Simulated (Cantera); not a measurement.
An isothermal, constant-pressure homogeneous reactor starts with CH₃OH : O₂ : N₂ = 0.013 : 0.0074 : 1 (molar parts), at 1150 K and 0.582 atm.

Cantera simulation using GRI-Mech 3.0 (53 species, 325 reactions); the numbers are that mechanism's predictions, not measurements. GRI-Mech 3.0 was tuned for natural gas; its chemistry of methanol as a main component is partial and can be far from experiment.

One state of this run: x CH₃OH = <1e-12; x O₂ = <1e-12; x CH₂CO = 2.41e-12; x O = <1e-12; x NO = 4.31e-9. x: mole fraction; the columns are a selection and need not sum to one.

**Question.** Which value of t (s) does it belong to?
A) 2.29
B) 0.634
C) 8.30
D) 0.175

**Answer.** C, 8.30
